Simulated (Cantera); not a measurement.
**Adiabatic ignition**

An adiabatic, constant-pressure homogeneous reactor starts with 10.5 % CH3OH, 18.8 % O2, 70.6 % N2, equivalence ratio 0.84, at 1198 K and 19.0 bar.

Cantera simulation using GRI-Mech 3.0 (53 species, 325 reactions); the numbers are that mechanism's predictions, not measurements. GRI-Mech 3.0 was tuned for natural gas; its chemistry of methanol as a main component is partial and can be far from experiment. The pressure lies above the range GRI-Mech 3.0 was tuned for (to about 10 atm).

| t (s) | T (K) | x CH3OH | x O2 | x HCN | x CH2 | x HO2 | x H2O |
|---|---|---|---|---|---|---|---|
| 1.00e-6 | 1198 | 0.105 | 0.188 | <1e-12 | 2.04e-11 | 3.05e-8 | 2.95e-8 |
| 2.15e-6 | 1198 | 0.105 | 0.188 | <1e-12 | 2.04e-11 | 7.06e-8 | 6.39e-8 |
| 4.64e-6 | 1198 | 0.105 | 0.188 | <1e-12 | 2.04e-11 | 1.64e-7 | 1.38e-7 |
| 1.00e-5 | 1198 | 0.105 | 0.188 | <1e-12 | 2.04e-11 | 3.73e-7 | 3.00e-7 |
| 2.15e-5 | 1198 | 0.105 | 0.188 | <1e-12 | 2.04e-11 | 8.27e-7 | 6.49e-7 |
| 4.64e-5 | 1198 | 0.105 | 0.188 | <1e-12 | 2.04e-11 | 1.79e-6 | 1.42e-6 |
| 0.000100 | 1198 | 0.105 | 0.188 | <1e-12 | 2.04e-11 | 3.80e-6 | 3.37e-6 |
| 0.000215 | 1198 | 0.105 | 0.188 | <1e-12 | 2.04e-11 | 7.97e-6 | 1.09e-5 |
| 0.000464 | 1198 | 0.105 | 0.188 | <1e-12 | 2.04e-11 | 1.95e-5 | 6.84e-5 |
| 0.00100 | 1256 | 0.0864 | 0.176 | <1e-12 | 1.44e-10 | 0.000595 | 0.0151 |
| 0.00215 | 2673 | <1e-12 | 0.0284 | 3.21e-10 | <1e-12 | 1.39e-5 | 0.189 |
| 0.00464 | 2671 | <1e-12 | 0.0277 | 3.50e-10 | <1e-12 | 1.36e-5 | 0.189 |
| 0.0100 | 2671 | <1e-12 | 0.0277 | 3.51e-10 | <1e-12 | 1.36e-5 | 0.189 |
| 0.0215 | 2671 | <1e-12 | 0.0277 | 3.51e-10 | <1e-12 | 1.36e-5 | 0.189 |
| 0.0464 | 2671 | <1e-12 | 0.0277 | 3.51e-10 | <1e-12 | 1.36e-5 | 0.189 |
| 0.100 | 2671 | <1e-12 | 0.0277 | 3.51e-10 | <1e-12 | 1.36e-5 | 0.189 |
x: mole fraction; the columns are a selection and need not sum to one.

```json
{
 "time_of_steepest_temperature_rise": "1.03 ms",
 "temperature at 0.100 s": "2671 K",
 "equilibrium_temperature": "2671 K",
 "x(CH3OH) at 0.100 s": "<1e-12 (gas-phase equilibrium <1e-12)",
 "x(O2) at 0.100 s": "0.0277 (gas-phase equilibrium 0.0277)",
 "x(HCN) at 0.100 s": "3.51e-10 (gas-phase equilibrium 3.51e-10)"
}
```
